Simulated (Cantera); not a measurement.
Pyrogenic steam for wet oxidation

An isothermal, constant-pressure homogeneous reactor starts with 5.76 % H2, 5.24 % O2, 89.0 % N2, at 1073 K and 0.580 bar.

Detailed kinetics in Cantera: the H2/O2 subset of GRI-Mech 3.0, which has no nitrogen chemistry. The temperature is held fixed by assumption; the heat of reaction is taken as removed at once.

```csv
t (s),x H2,x O2,x O,x H,x H2O
3.00e-6,0.0576,0.0524,<1e-12,2.37e-11,<1e-12
9.17e-6,0.0576,0.0524,6.78e-12,7.31e-11,8.32e-12
2.80e-5,0.0576,0.0524,4.47e-11,2.83e-10,1.34e-10
8.57e-5,0.0576,0.0524,5.03e-10,2.70e-9,3.21e-9
0.000262,0.0576,0.0524,1.49e-7,7.82e-7,1.18e-6
0.000801,0.00515,0.0270,0.00109,0.00407,0.0514
0.00245,0.000343,0.0244,3.90e-5,2.02e-5,0.0589
0.00749,6.20e-5,0.0243,4.65e-6,1.01e-6,0.0592
0.0229,8.18e-6,0.0243,6.45e-7,5.96e-8,0.0593
0.0700,5.93e-7,0.0243,1.05e-7,2.84e-9,0.0593
0.214,3.69e-8,0.0243,2.38e-8,2.12e-10,0.0593
0.654,6.77e-9,0.0243,6.74e-9,3.01e-11,0.0593
2.00,1.98e-9,0.0243,2.12e-9,5.34e-12,0.0593
```
x: mole fraction; the columns are a selection and need not sum to one.

Equilibrium at this temperature and pressure: H2 3.35e-10, O2 0.0243, O 2.56e-10, H <1e-12, H2O 0.0593 (gas phase only).
